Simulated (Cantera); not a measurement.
Cantera with NASA thermochemical tables; ideal gases at 1 bar, condensed phases pure. Values are per mole of reaction as written; species without (g) are pure solids or liquids, kept so even where they would boil at 1 bar.

### Question
Between 300 and 550 K, where is each reaction favourable under standard conditions?
- Cl(g) + TiCl3(g) ⇌ TiCl4
- TiO(g) + 2 TiCl4 ⇌ 2 TiCl3 + TiOCl2(g)

### Answer
- Cl(g) + TiCl3(g) ⇌ TiCl4: ΔG° is -317 kJ at 300 K and -264 kJ at 550 K; it stays negative (K > 1). ΔH° is -375 kJ and ΔS° -202 J/K at 550 K.
- TiO(g) + 2 TiCl4 ⇌ 2 TiCl3 + TiOCl2(g): ΔG° is -394 kJ at 300 K and -355 kJ at 550 K; it stays negative (K > 1). ΔH° is -448 kJ and ΔS° -170 J/K at 550 K.
